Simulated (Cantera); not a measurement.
A closed system holds: 1 mol Si, 0.93 mol H2O, 420 mol N2, a varied amount of N2O, at 1350 K and 32.0 mbar.

Cantera equilibrium calculation (NASA polynomials, part measured and part estimated; ideal gas, pure solids and liquids). Candidate condensed phases: H2O, Si, SiO2, Si2N2O, Si3N4; 35 gas species. Mutual solubility and eutectic melting of coexisting phases are not modelled. The tables hold silica as quartz up to 1696 K and as liquid above; real silica turns to tridymite and cristobalite and melts near 1996 K. The numbers say what is thermodynamically allowed, not how fast it happens.

log p: log10 of the partial pressure in bar; n: condensed amount in mol.

```tsv
n(N2O) (mol)	log p N2	log p H2	log p H2O	log p O2	log p NO	n SiO2(β-quartz)	n Si2N2O(s)
0.57	-1.50	-4.15	-7.92	<-13	<-13	0.666	0.166
0.68	-1.50	-4.15	-7.92	<-13	<-13	0.740	0.130
0.82	-1.50	-4.15	-7.92	<-13	<-13	0.833	0.0830
0.98	-1.50	-4.15	-7.92	<-13	<-13	0.940	0.0297
1.2	-1.50	-4.22	-5.01	<-13	-11.10	1.000	0
1.4	-1.50	…	…	<-13	…	1.00	0
1.7	-1.50	…	…	…	…	1.00	0
2	-1.50	-7.04	-4.15	-7.61	-7.43	1.00	0
2.4	-1.50	-8.43	-4.15	-4.83	-6.04	1.00	0
2.9	-1.50	-8.61	-4.15	-4.48	-5.86	1.00	0
```

Q: What belongs in the gaps?

A: 
- 1.4, log p H2: -4.34
- 1.4, log p H2O: -4.60
- 1.4, log p NO: -10.57
- 1.7, log p H2: -4.64
- 1.7, log p H2O: -4.32
- 1.7, log p O2: -12.74
- 1.7, log p NO: -9.99
